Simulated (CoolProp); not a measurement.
The fluid at 448.24 K and 10.5 MPa flows at 2.1 m/s in a round tube of 6 mm bore and 45 µm roughness, fully developed (64/Re and Nu = 3.66 if laminar; Colebrook and Gnielinski if turbulent). The same conditions are run with several fluids, on thermodynamics alone (safety and materials aside).

Values from CoolProp's reference Helmholtz-energy equation of state of each fluid (R124: de Vries 1995; R142b: Lemmon 2006; R152A: Outcalt 1996; R410A: Lemmon 2003; propane: Lemmon 2009). Blends and air are pseudo-pure fits.

Problem. Rank R124, R142b, R152A, R410A, propane by Reynolds number, highest first.

Solution. R124 (148000), R142b (140000), R152A (138000), R410A (127000), propane (111000)

| fluid | Darcy friction factor | pressure drop (Pa/m) | heat-transfer coefficient (W/(m² K)) | mass flow (kg/h) |
|---|---|---|---|---|
| R124 | 0.0350 | 10100 | 6870 | 167 |
| R142b | 0.0350 | 8760 | 7130 | 146 |
| R152A | 0.0350 | 4990 | 7180 | 82.9 |
| R410A | 0.0350 | 3670 | 3550 | 60.9 |
| propane | 0.0351 | 2830 | 5820 | 46.8 |

Transport values come from each fluid's own correlations; those of R124, R142b, R152A are estimates that may be off by 10 % or more.
